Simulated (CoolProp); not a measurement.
Properties of normal hydrogen along the isotherm -238.05 °C (Tc = -240.0 °C, pc = 1.296 MPa, ω = -0.219).

The numbers come from the reference Helmholtz-energy equation of state, Leachman 2009 in CoolProp.

```
p (MPa)          phase  density (kg/m³)  speed of sound (m/s)  Prandtl number
-------  -------------  ---------------  --------------------  --------------
0.00615            gas          0.04254                 490.9           0.670
0.00903            gas          0.06250                 490.8           0.670
0.0132             gas          0.09144                 490.7           0.670
0.0194             gas           0.1346                 490.4           0.671
0.0285             gas           0.1981                 490.0           0.671
0.0419             gas           0.2921                 489.5           0.672
0.0615             gas           0.4306                 488.7           0.673
0.0903             gas           0.6363                 487.5           0.675
0.132              gas           0.9390                 485.7           0.678
0.194              gas            1.400                 483.1           0.683
0.285              gas            2.103                 479.1           0.693
0.419              gas            3.203                 473.0           0.714
0.615              gas            4.981                 463.8           0.760
0.903              gas            8.114                 449.2           0.886
1.32     supercritical            15.00                 425.8            1.46
1.94     supercritical            42.57                 552.4            2.56
```

Viscosity comes from a separate model (Muzny 2013). Thermal conductivity comes from a separate model (Assael 2011).
